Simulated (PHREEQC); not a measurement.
Solution (75 °C): 1 mmol/kgw NaBr, 0.28 mmol/kgw ZnSO4 and 20 mmol/kgw Pb(NO3)2. Closed to the air; pH follows from the charge balance.

Model: ion-association model, wateq4f.dat, run in PHREEQC.

Each row changes one thing in this solution. Precipitation was switched off in this run.

```csv
case,pH,ionic strength (mol/kgw),NO3- (mol/kgw),Pb+2 (mol/kgw),PbNO3+ (mol/kgw),Br- (mol/kgw),SI of Pb(OH)2 (Pb(OH)2),SI of Anglesite (PbSO4)
as made,4.80,0.0537,0.0365,0.0159,0.00345,0.000565,+0.74,+1.04
diluted 5-fold with water,5.14,0.0117,0.00774,0.00367,0.000256,0.000158,+0.96,+0.20
0.016 mol/kgw HCl added,1.88,0.0609,0.0375,0.0116,0.00248,0.000649,-5.26,+0.64
ZnSO4 replaced by NiSO4 at the same molality,4.80,0.0537,0.0365,0.0159,0.00345,0.000565,+0.75,+1.04
0.0096 mol/kgw HNO3 added,2.10,0.0623,0.0456,0.0155,0.00398,(withheld),-4.69,(withheld)
ZnSO4 from 0.00028 to 0.0014 mol/kgw,4.81,0.0558,0.0367,0.0154,0.00331,0.000575,+0.75,+1.72
```

### Question
Complete the blanks.

### Answer

- 0.0096 mol/kgw HNO3 added, Br- (mol/kgw): 0.000583
- 0.0096 mol/kgw HNO3 added, SI of Anglesite (PbSO4): +0.82

Some of these states are supersaturated (in Larnakite, Anglesite, Pb(OH)2, for instance). At this temperature some constants are extrapolated from 25 °C, and those without enthalpy data are left unchanged.
